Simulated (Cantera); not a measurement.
**Low-pressure radical oxidation in H2/O2**

An isothermal, constant-pressure homogeneous reactor starts with 1.38 % H2, 98.6 % O2, at 1050 K and 0.00148 atm.

Detailed kinetics in Cantera: the H2/O2 subset of GRI-Mech 3.0, which has no nitrogen chemistry. Radical loss at walls, strong at low pressure, is not modelled.

| t (s) | x H2 | x O2 | x HO2 | x OH | x H2O | x H | x H2O2 |
|---|---|---|---|---|---|---|---|
| 7.00e-6 | 0.0138 | 0.986 | <1e-12 | <1e-12 | <1e-12 | <1e-12 | <1e-12 |
| 2.39e-5 | 0.0138 | 0.986 | 1.30e-12 | <1e-12 | <1e-12 | 1.29e-12 | <1e-12 |
| 8.13e-5 | 0.0138 | 0.986 | 4.44e-12 | <1e-12 | <1e-12 | 4.24e-12 | <1e-12 |
| 0.000277 | 0.0138 | 0.986 | 1.52e-11 | 2.21e-12 | <1e-12 | 1.30e-11 | <1e-12 |
| 0.000945 | 0.0138 | 0.986 | 5.17e-11 | 1.95e-11 | 2.44e-12 | 3.31e-11 | <1e-12 |
| 0.00322 | 0.0138 | 0.986 | 1.76e-10 | 1.25e-10 | 5.88e-11 | 7.59e-11 | <1e-12 |
| 0.0110 | 0.0138 | 0.986 | 6.02e-10 | 9.78e-10 | 1.36e-9 | 3.70e-10 | <1e-12 |
| 0.0374 | 0.0138 | 0.986 | 2.27e-9 | 1.05e-7 | 2.18e-7 | 3.64e-8 | 1.12e-12 |
| 0.128 | 0.00150 | 0.976 | 3.99e-7 | 0.00143 | 0.0105 | 0.00213 | 1.51e-8 |
| 0.435 | 7.81e-5 | 0.975 | 2.58e-7 | 0.000617 | 0.0129 | 0.00113 | 2.83e-9 |
| 1.48 | 6.35e-5 | 0.977 | 2.40e-7 | 0.000557 | 0.0131 | 0.000817 | 2.88e-9 |
| 5.05 | 3.46e-5 | 0.981 | 1.89e-7 | 0.000412 | 0.0135 | 0.000321 | 2.95e-9 |
| 17.2 | 8.96e-6 | 0.985 | 1.02e-7 | 0.000210 | 0.0138 | 4.17e-5 | 2.76e-9 |
| 58.7 | 1.21e-6 | 0.986 | 3.27e-8 | 7.75e-5 | 0.0139 | 2.08e-6 | 1.88e-9 |
| 200 | 1.39e-7 | 0.986 | 7.06e-9 | 2.63e-5 | 0.0139 | 8.13e-8 | 7.77e-10 |
x: mole fraction; the columns are a selection and need not sum to one.

Equilibrium at this temperature and pressure: H2 1.32e-10, O2 0.986, HO2 4.67e-10, OH 8.16e-7, H2O 0.0139, H 2.42e-12, H2O2 2.77e-12 (gas phase only).
